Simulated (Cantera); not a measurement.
A freely propagating, adiabatic, planar premixed flame of 33.6 % H2, 18.4 % O2, 48.0 % N2, equivalence ratio 0.91, unburnt at 500 K and 0.460 bar; mixture-averaged transport, grid criteria slope 0.08 and curve 0.16, no radiation.

Model: the H2/O2 subset of GRI-Mech 3.0, which has no nitrogen chemistry, integrated in Cantera. Burning velocities carry a grid error of a few per cent, more on coarse grids.

Task: Predict: laminar burning velocity; thermal thickness; peak x(O); peak x(HO2); peak x(H); peak x(OH).

Result: 
```json
{
  "laminar_burning_velocity": "643 cm/s",
  "thermal_thickness": "1.07 mm",
  "peak x(O)": "0.0211",
  "peak x(HO2)": "0.000258",
  "peak x(H)": "0.0796",
  "peak x(OH)": "0.0286"
}
```
